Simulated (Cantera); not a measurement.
## Counterflow diffusion flame

A counterflow diffusion flame at 0.987 atm, nozzles 20 mm apart: fuel side CH₄ : C₂H₆ = 1 : 0.076 (molar parts) at 300 K, oxidiser side O₂ : N₂ = 0.24 : 0.76 (molar parts) at 598 K, fuel mass flux 1.3 times the oxidiser's; mixture-averaged transport, no radiation.

Detailed kinetics in Cantera: GRI-Mech 3.0 (53 species, 325 reactions). GRI-Mech 3.0 has no aromatics or soot, which form on the fuel side of real flames. The maximum strain rate includes the flame's own expansion and is several times the mean.

| oxidiser flux (kg/m²/s) | max strain (1/s) | mean strain (1/s) | T max (K) | peak x OH | peak x H | peak x NO | peak x CO | peak x C₂H₂ |
|---|---|---|---|---|---|---|---|---|
| 0.25 | 246 | 45.2 | 2261 | 0.0120 | 0.00578 | 0.000423 | 0.0747 | 0.0208 |
| 0.34 | 323 | 61.5 | 2244 | 0.0119 | 0.00601 | 0.000388 | 0.0732 | 0.0199 |
| 0.46 | 425 | 83.3 | 2229 | 0.0118 | 0.00625 | 0.000356 | 0.0719 | 0.0191 |
| 0.62 | 557 | 112 | 2216 | 0.0118 | 0.00650 | 0.000326 | 0.0710 | 0.0183 |
| 0.85 | 745 | 154 | 2203 | 0.0117 | 0.00675 | 0.000293 | 0.0701 | 0.0176 |
| 1.1 | 943 | 199 | 2189 | 0.0115 | 0.00691 | 0.000263 | 0.0695 | 0.0168 |
| 1.6 | 1330 | 290 | 2167 | 0.0112 | 0.00711 | 0.000217 | 0.0687 | 0.0155 |
| 2.1 | 1710 | 380 | 2149 | 0.0109 | 0.00718 | 0.000183 | 0.0684 | 0.0144 |
| 2.9 | 2310 | 525 | 2123 | 0.0103 | 0.00716 | 0.000142 | 0.0681 | 0.0129 |
x: mole fraction; the columns are a selection and need not sum to one.
